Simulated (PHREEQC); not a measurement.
A solution holds 0.0023 mol/kgw CuCl2, 7.8e-05 mol/kgw H2SO4 and 0.00022 mol/kgw KCl, at 25 °C. Closed to the air; pH follows from the charge balance.

All values are PHREEQC results (ion-association model, phreeqc.dat), not measurements.

No solid was allowed to form.

Task: Order these S species by the share of S that they hold, largest first: SO4-2, HSO4-, CuSO4.

Result: SO4-2 (80 %), CuSO4 (19 %), HSO4- (0.86 %)

The pH is 3.84 and the ionic strength 0.00725 mol/kgw.
